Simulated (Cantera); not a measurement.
Feed: 1 mol SiC, 0.28 mol CO2, 630 mol H2, held at 13300 Pa.

Method: chemical equilibrium by Gibbs-energy minimisation in Cantera with the NASA 1993 tables (ideal gas, pure condensed phases). Candidate condensed phases: C, C6H6, C7H8, C8H18, H2O, Si, SiC, SiO2; 123 gas species. Mutual solubility and eutectic melting of coexisting phases are not modelled. The tables hold silica as quartz up to 1696 K and as liquid above; real silica turns to tridymite and cristobalite and melts near 1996 K. Gases not in the tables: Si2H6 and higher silanes. Kinetics and transport are ignored.

**Question.** What share of the Si ends up in condensed phases as a function of T (°C), at 627, 727, 827, 927, 1027, 1127, 1227, 1327, 1427, 1527, 1627, 1727, 1827?

**Answer.** 
```
T (°C)  Si condensed (%)                       as
------  ----------------  -----------------------
627                100.0  SiC(s) + SiO2(β-quartz)
727                100.0  SiC(s) + SiO2(β-quartz)
827                100.0  SiC(s) + SiO2(β-quartz)
927                100.0  SiC(s) + SiO2(β-quartz)
1027                99.6  SiC(s) + SiO2(β-quartz)
1127                91.2  SiC(s) + SiO2(β-quartz)
1227                85.3                   SiC(s)
1327                85.4                   SiC(s)
1427                85.4                   SiC(s)
1527                85.0                   SiC(s)
1627                83.6                   SiC(s)
1727                78.9                   SiC(s)
1827                65.0                   SiC(s)
```
